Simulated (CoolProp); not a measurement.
Carbon dioxide at 435.08 K and 0.475 MPa flows at 1.1 m/s in a round tube of 100 mm bore and 1.5 µm roughness, fully developed (64/Re and Nu = 3.66 if laminar; Colebrook and Gnielinski if turbulent). Each further row changes one setting.

The numbers come from the reference Helmholtz-energy equation of state, Span 1996 in CoolProp.

```
case              Reynolds number  Darcy friction factor  pressure drop (Pa/m)  heat-transfer coefficient (W/(m² K))  mass flow (kg/h)
----------------  ---------------  ---------------------  --------------------  ------------------------------------  ----------------
as stated                     ___                    ___                   ___                                  20.2               181
velocity 2.2 m/s            60300                 0.0201                  2.83                                  34.8               ___
diameter 200 mm             60300                 0.0201                   ___                                  17.4               ___
```

Question: Some entries are withheld; supply them.

Answer: 
- as stated, Reynolds number: 30100
- as stated, Darcy friction factor: 0.0235
- as stated, pressure drop (Pa/m): 0.827
- velocity 2.2 m/s, mass flow (kg/h): 362
- diameter 200 mm, pressure drop (Pa/m): 0.353
- diameter 200 mm, mass flow (kg/h): 723

Viscosity comes from a separate model (Laesecke 2017). Thermal conductivity comes from a separate model (Huber 2016).
